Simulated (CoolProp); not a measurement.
Toluene along the isobar 5.35 MPa: Z from the reference equation and from simpler models built on Tc = 318.6 °C, pc = 4.126 MPa, ω = 0.266; each cubic takes its own stable root.

Computed with CoolProp (reference Helmholtz-energy equation of state, Lemmon 2006). It is a short technical equation, of lower accuracy than the large ones.

```csv
T (°C),phase,reference
177.15,liquid,0.1836
192.65,liquid,0.1821
208.05,liquid,0.1811
223.45,liquid,0.1807
238.85,liquid,0.1811
254.35,liquid,0.1824
269.75,liquid,0.1850
285.15,liquid,0.1893
300.55,liquid,0.1966
316.05,liquid,0.2098
331.45,supercritical,0.2418
346.85,supercritical,0.3842
```

Problem. How far does each simpler model (Soave-Redlich-Kwong, Peng-Robinson) lie from the reference over these 12 states: mean and median of the absolute difference, and the worst?

Solution. 
- Soave-Redlich-Kwong: mean 16.7 %, median 14.8 %, worst +27.9 % at 331.45 °C and 5.35 MPa
- Peng-Robinson: mean 4.9 %, median 2.9 %, worst +17.3 % at 331.45 °C and 5.35 MPa
